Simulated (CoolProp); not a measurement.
Carbon monoxide along the isotherm 295.8 K: fugacity coefficient from the reference equation and from simpler models built on Tc = 132.9 K, pc = 34.98 bar, ω = 0.050; each cubic takes its own stable root.

The numbers come from the reference Helmholtz-energy equation of state, Lemmon 2006 in CoolProp. It is a short technical equation, of lower accuracy than the large ones.

| p (bar) | phase | reference |
|---|---|---|
| 25 | gas | 0.9915 |
| 50 | supercritical | 0.9851 |
| 75 | supercritical | 0.9806 |
| 99.9 | supercritical | 0.9779 |
| 125 | supercritical | 0.9769 |
| 150 | supercritical | 0.9777 |
| 175 | supercritical | 0.9802 |
| 200 | supercritical | 0.9842 |
| 225 | supercritical | 0.9899 |
| 250 | supercritical | 0.9970 |
| 275 | supercritical | 1.006 |
| 300 | supercritical | 1.016 |
| 325 | supercritical | 1.027 |
| 350 | supercritical | 1.040 |

Problem. How far does each simpler model (Redlich-Kwong, Peng-Robinson) lie from the reference over these 14 states: mean and median of the absolute difference, and the worst?

Solution. 
- Redlich-Kwong: mean 2.8 %, median 2.9 %, worst -4.8 % at 295.8 K and 350 bar
- Peng-Robinson: mean 3.0 %, median 3.1 %, worst -5.3 % at 295.8 K and 350 bar
